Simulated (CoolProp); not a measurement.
A closed Brayton cycle with carbon dioxide: compressor inlet 318.15 K and 7.8 MPa, high pressure 14.9 MPa, turbine inlet 640 K, compressor efficiency 0.89, turbine efficiency 0.85, recuperator effectiveness 0.9 (on enthalpy, no pinch check). Each further row changes one setting.

Values from CoolProp's reference Helmholtz-energy equation of state, Span 1996.

| case | thermal efficiency (%) | net work (kJ/kg) | compressor to turbine work | compressor exit (K) | turbine exit (K) |
|---|---|---|---|---|---|
| as stated | 22.9 | 33.7 | 0.45 | 369.5 | 575.8 |
| turbine inlet 590 K | 20.5 | ___ | ___ | 369.5 | ___ |
| compressor inlet 328.15 K | 21.7 | 29.4 | 0.52 | ___ | 575.8 |
| high pressure 12.7 MPa | 21.3 | 26.9 | 0.43 | 356.6 | 591.5 |
| recuperator effectiveness 0.5 | 13.9 | 33.7 | 0.45 | 369.5 | 575.8 |

Problem. Complete the blanks.

Solution. 
- turbine inlet 590 K, net work (kJ/kg): 27.8
- turbine inlet 590 K, compressor to turbine work: 0.50
- turbine inlet 590 K, turbine exit (K): 528.1
- compressor inlet 328.15 K, compressor exit (K): 383.5
